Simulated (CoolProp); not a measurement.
Values from CoolProp's reference Helmholtz-energy equation of state, Leachman 2009.

Question: For normal hydrogen, give the phase and the cv (kJ/(kg K)), viscosity (µPa s) at -85.65 °C and 25.1 bar; -12.35 °C and 74.3 bar; 59.55 °C and 0.21 bar.

Answer: 
- -85.65 °C and 25.1 bar: supercritical; cv 9.25, viscosity 6.50
- -12.35 °C and 74.3 bar: supercritical; cv 10.1, viscosity 8.22
- 59.55 °C and 0.21 bar: gas; cv 10.3, viscosity 9.60

Viscosity comes from a separate model (Muzny 2013).
